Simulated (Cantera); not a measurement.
**Premixed flame**

A freely propagating, adiabatic, planar premixed flame of CH₄ : C₂H₆ : O₂ : N₂ = 1 : 1.3 : 8.97 : 33.7 (molar parts), unburnt at 550 K and 10.0 bar; unity-Lewis-number transport, grid criteria slope 0.08 and curve 0.16, no radiation.

Computed with Cantera and GRI-Mech 3.0 (53 species, 325 reactions). Unity Lewis numbers drop preferential diffusion, which matters most where H2 and H carry the flame. Burning velocities carry a grid error of a few per cent, more on coarse grids.

| z (mm) | T (K) | u (m/s) | x CH₄ | x C₂H₆ | x O₂ | x H₂ | x H₂O₂ | x HCN |
|---|---|---|---|---|---|---|---|---|
| -0.206 | 552 | 0.363 | 0.0222 | 0.0288 | 0.199 | 1.25e-5 | 1.05e-6 | <1e-8 |
| -0.137 | 564 | 0.370 | 0.0220 | 0.0286 | 0.198 | 7.16e-5 | 5.97e-6 | <1e-8 |
| -0.103 | 590 | 0.388 | 0.0216 | 0.0279 | 0.196 | 0.000211 | 1.73e-5 | 1.09e-8 |
| -0.0687 | 700 | 0.461 | 0.0198 | 0.0251 | 0.185 | 0.000790 | 6.14e-5 | 4.08e-8 |
| -0.0343 | 1081 | 0.720 | 0.0134 | 0.0149 | 0.148 | 0.00292 | 0.000175 | 1.51e-7 |
| -0.0172 | 1425 | 0.958 | 0.00734 | 0.00575 | 0.112 | 0.00482 | 9.01e-5 | 2.56e-7 |
| 0 | 1781 | 1.21 | 0.00147 | 0.000238 | 0.0761 | 0.00461 | 3.60e-6 | 3.76e-7 |
| 0.0172 | 1939 | 1.31 | 5.87e-5 | 2.96e-7 | 0.0616 | 0.00203 | 1.31e-6 | 2.30e-7 |
| 0.0343 | 2002 | 1.34 | 1.86e-6 | <1e-8 | 0.0575 | 0.00125 | 9.29e-7 | 8.45e-8 |
| 0.0687 | 2058 | 1.38 | <1e-8 | <1e-8 | 0.0546 | 0.000679 | 5.93e-7 | 1.52e-8 |
| 0.137 | 2092 | 1.40 | <1e-8 | <1e-8 | 0.0533 | 0.000280 | 3.52e-7 | <1e-8 |
| 0.275 | 2104 | 1.40 | <1e-8 | <1e-8 | 0.0529 | 0.000133 | 2.57e-7 | <1e-8 |
| 0.549 | 2106 | 1.40 | <1e-8 | <1e-8 | 0.0528 | 0.000111 | 2.42e-7 | <1e-8 |
x: mole fraction of selected species; z is measured from the peak of heat release.

```json
{
 "laminar_burning_velocity": "36.1 cm/s",
 "thermal_thickness": "0.0687 mm",
 "peak x(H₂)": "0.00536",
 "peak x(H₂O₂)": "0.000178",
 "peak x(HCN)": "3.78e-7",
 "grid_points": "139"
}
```
